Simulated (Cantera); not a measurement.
A counterflow diffusion flame at 0.523 atm, nozzles 20 mm apart: fuel side 100 % H₂ at 450 K, oxidiser side 20.0 % O₂, 80.0 % N₂ at 750 K, fuel mass flux 0.32 times the oxidiser's; mixture-averaged transport, no radiation.

Computed with Cantera and the H2/O2 subset of GRI-Mech 3.0, which has no nitrogen chemistry. The maximum strain rate includes the flame's own expansion and is several times the mean.

x: mole fraction; the columns are a selection and need not sum to one.

```csv
oxidiser flux (kg/m²/s),max strain (1/s),mean strain (1/s),T max (K),peak x OH,peak x H,peak x H₂O,peak x HO₂
0.32,[?],245,2279,0.0223,0.0317,0.249,4.49e-5
0.46,[?],352,2218,0.0221,0.0356,0.247,5.20e-5
0.67,[?],512,2145,0.0214,0.0399,0.244,5.90e-5
0.97,[?],742,2069,0.0204,0.0443,0.241,6.62e-5
1.4,[?],1070,1988,0.0190,0.0484,0.239,7.26e-5
2,[?],1530,1917,0.0178,0.0528,0.236,7.79e-5
3,[?],2290,1839,0.0165,0.0583,0.232,8.38e-5
4.3,[?],3290,1760,0.0148,0.0620,0.228,8.92e-5
6.2,[?],4740,1679,0.0131,0.0653,0.223,9.42e-5
```

Problem. What belongs in the gaps?

Solution. 
- 0.32, max strain (1/s): 960
- 0.46, max strain (1/s): 1360
- 0.67, max strain (1/s): 1960
- 0.97, max strain (1/s): 2820
- 1.4, max strain (1/s): 4040
- 2, max strain (1/s): 5730
- 3, max strain (1/s): 8590
- 4.3, max strain (1/s): 12300
- 6.2, max strain (1/s): 17700
